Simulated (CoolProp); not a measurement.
Vapour-liquid equilibrium of propane (1) + isohexane (2) at 0.303 MPa; x and y are mole fractions of (1).

Computed with CoolProp (multi-fluid Helmholtz-energy mixture model, Lemmon 2009 and Lemmon 2006; pair parameters Bell 2016).

| x | bubble temperature (K) | y at the bubble point | dew temperature at overall composition x (K) | liquid density (mol/L) |
|---|---|---|---|---|
| 0.05 | 354.1 | 0.385 | 370.3 | (withheld) |
| 0.125 | 331.7 | 0.699 | 367.1 | 7.490 |
| 0.2 | 315.2 | 0.838 | 363.7 | 7.918 |
| 0.275 | 303.3 | 0.905 | 360.0 | 8.314 |
| 0.35 | 294.2 | 0.940 | 356.1 | 8.696 |
| 0.425 | 287.2 | 0.960 | 351.8 | 9.076 |
| 0.5 | (withheld) | 0.973 | 347.2 | 9.459 |
| 0.575 | 276.8 | 0.981 | 342.0 | 9.852 |
| 0.65 | 272.8 | 0.987 | 336.0 | 10.26 |
| 0.725 | 269.3 | (withheld) | 329.1 | 10.68 |
| 0.8 | 266.2 | 0.994 | 320.6 | 11.12 |
| 0.875 | 263.4 | 0.997 | (withheld) | 11.58 |
| 0.95 | (withheld) | 0.999 | 290.9 | 12.07 |

Fill in the missing entries.


- 0.05, liquid density (mol/L): 7.012
- 0.5, bubble temperature (K): 281.5
- 0.725, y at the bubble point: 0.991
- 0.875, dew temperature at overall composition x (K): 309.2
- 0.95, bubble temperature (K): 260.9

No azeotrope shows between x = 0.05 and 0.95.

The pair parameters rest on a limited set of measurements; away from them the model extrapolates.
